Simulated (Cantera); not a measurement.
An isothermal, constant-pressure homogeneous reactor starts with 34.5 % C₃H₈, 65.5 % H₂, at 1775 K and 36.0 Torr.

Computed with Cantera and GRI-Mech 3.0 (53 species, 325 reactions). GRI-Mech 3.0 was tuned for natural gas; its chemistry of propane as a main component is partial and can be far from experiment. GRI-Mech 3.0 stops at C3 and has no aromatics, soot or wall deposition, so with more carbon than oxygen in the feed, carbon stays in small species such as C2H2 where larger ones or solid carbon would form. Radical loss at walls, strong at low pressure, is not modelled.

x: mole fraction; the columns are a selection and need not sum to one.

```tsv
t (s)	x C₃H₈	x H₂	x CH₂	x C₂H₄	x CH₄	x C₂H₆	x CH₃
0.000500	8.48e-7	0.586	6.74e-6	0.0630	0.182	0.000435	0.00720
0.00107	2.08e-7	0.602	3.21e-6	0.0357	0.174	0.000177	0.00426
0.00227	[?]	0.615	2.06e-6	[?]	0.164	[?]	0.00314
0.00484	6.77e-8	0.627	1.97e-6	0.00459	0.152	8.61e-5	0.00295
0.0103	[?]	0.644	2.03e-6	[?]	[?]	[?]	0.00278
0.0220	2.57e-8	0.668	1.78e-6	0.00141	0.0994	4.50e-5	0.00221
0.0469	7.94e-9	0.696	1.42e-6	0.000749	0.0640	2.05e-5	0.00153
0.100	1.50e-9	0.718	1.02e-6	0.000402	0.0344	6.71e-6	0.000900
0.213	1.85e-10	0.732	6.26e-7	0.000283	0.0159	1.63e-6	0.000456
0.454	1.89e-11	0.739	3.27e-7	0.000256	0.00694	3.37e-7	0.000211
0.969	2.57e-12	0.742	1.60e-7	0.000251	0.00314	7.47e-8	9.72e-5
2.06	<1e-12	0.743	8.53e-8	0.000251	0.00163	2.38e-8	5.07e-5
4.40	<1e-12	0.744	6.08e-8	0.000251	0.00115	1.43e-8	3.58e-5
9.38	<1e-12	0.744	5.73e-8	0.000251	0.00108	1.32e-8	3.37e-5
20.0	<1e-12	0.744	5.72e-8	0.000251	0.00108	1.32e-8	3.36e-5
```

Q: What belongs in the gaps?

A: 
- 0.00227, x C₃H₈: 8.64e-8
- 0.00227, x C₂H₄: 0.0155
- 0.00227, x C₂H₆: 0.000101
- 0.0103, x C₃H₈: 5.31e-8
- 0.0103, x C₂H₄: 0.00224
- 0.0103, x CH₄: 0.131
- 0.0103, x C₂H₆: 7.30e-5
